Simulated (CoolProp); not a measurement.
Isohexane along the isobar 1.01 bar: density (kg/m³) from the reference equation and from simpler models built on Tc = 497.7 K, pc = 30.43 bar, ω = 0.280; each cubic takes its own stable root.

Computed with CoolProp (reference Helmholtz-energy equation of state, Lemmon 2006). It is a short technical equation, of lower accuracy than the large ones.

| T (K) | phase | reference | van der Waals | Redlich-Kwong | Soave-Redlich-Kwong |
|---|---|---|---|---|---|
| 146.1 | liquid | 782.4 | 458.2 | 682.5 | 686.5 |
| 162.3 | liquid | 767.7 | 452.1 | 673.8 | 679.3 |
| 178.5 | liquid | … | 445.7 | 664.5 | 671.7 |
| 194.6 | liquid | 739.3 | 439.2 | 654.7 | 663.5 |
| 210.8 | liquid | 725.3 | 432.5 | 644.2 | 654.7 |
| 227 | liquid | 711.3 | … | 633.0 | 645.3 |
| 243.1 | liquid | 697.4 | 418.1 | 621.3 | 635.3 |
| 259.3 | liquid | 683.3 | 4.230 | 608.8 | 624.5 |
| 275.5 | liquid | 669.1 | 3.957 | 595.5 | 612.9 |
| 291.6 | liquid | 654.6 | 3.720 | 581.4 | 600.5 |
| 307.8 | liquid | … | 3.509 | 566.4 | 587.0 |
| 324 | liquid | 624.3 | 3.322 | 3.360 | 572.4 |
| 340.1 | gas | 3.222 | 3.155 | 3.185 | 3.199 |
| 356.3 | gas | 3.053 | 3.004 | … | 3.038 |
| 372.5 | gas | 2.903 | 2.867 | 2.885 | 2.893 |
| 388.6 | gas | 2.770 | 2.743 | 2.757 | 2.764 |

Question: Fill in the missing entries.

Answer: 
- 178.5, reference: 753.3
- 227, van der Waals: 425.4
- 307.8, reference: 639.7
- 356.3, Redlich-Kwong: 3.027

At some of these states van der Waals, Redlich-Kwong gives the other phase, because its saturation line lies elsewhere.
